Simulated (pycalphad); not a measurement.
All values are pycalphad results on the COST 507 light-alloy database (1999) (1 atm), not direct measurements. No gas phase is included, though pure Al would boil below 2850 K. These are 1990s assessments: newer ones move some temperatures and phases. Not assessed as a whole: an extrapolation from subsystems, which can miss ternary compounds. Diffusion is slow at the low end, where real alloys seldom reach equilibrium.

Question: How does the equilibrium phase assembly of Ti-1.54Al-0.28C (at.%) change on cooling from 2850 K to 530 K?

Answer: 
```tsv
T (K)	phases above	phases below
1945.3	liquid	bcc + liquid
1944.2	bcc + liquid	bcc
1189.7	bcc	bcc + hcp
1177.1	bcc + hcp	hcp
942.1	hcp	fcc + hcp
```
Changes were sought between steps of 40 K, so a narrower field can be missed.

The fcc model also describes the rock-salt carbide or nitride (TiC, TiN, HfC).
